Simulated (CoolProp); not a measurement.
The fluid at 298.15 K and 0.092 MPa expands adiabatically to 0.0516 MPa with isentropic efficiency 1. The same conditions are run with several fluids, on thermodynamics alone (safety and materials aside).

The numbers come from the reference Helmholtz-energy equation of state of each fluid (neopentane: Lemmon 2006; CH2F2 (R32): Tillner-Roth 1997; R407C: Lemmon 2003; C2F6 (R116): Lemmon 2006; R1336mzz(E): Akasaka 2023) in CoolProp. Blends and air are pseudo-pure fits.

```json
[
 {"fluid": "neopentane", "work (kJ/kg)": "18.9", "final temperature (K)": "285.7", "final density (kg/m³)": "?"},
 {"fluid": "CH2F2 (R32)", "work (kJ/kg)": "25.8", "final temperature (K)": "?", "final density (kg/m³)": "1.23"},
 {"fluid": "R407C", "work (kJ/kg)": "15.9", "final temperature (K)": "277.8", "final density (kg/m³)": "?"},
 {"fluid": "C2F6 (R116)", "work (kJ/kg)": "10.1", "final temperature (K)": "284.6", "final density (kg/m³)": "3.03"},
 {"fluid": "R1336mzz(E)", "work (kJ/kg)": "8.33", "final temperature (K)": "286.9", "final density (kg/m³)": "3.63"}
]
```

Task: Complete the blanks.

Result: 
- neopentane, final density (kg/m³): 1.60
- CH2F2 (R32), final temperature (K): 265.6
- R407C, final density (kg/m³): 1.95
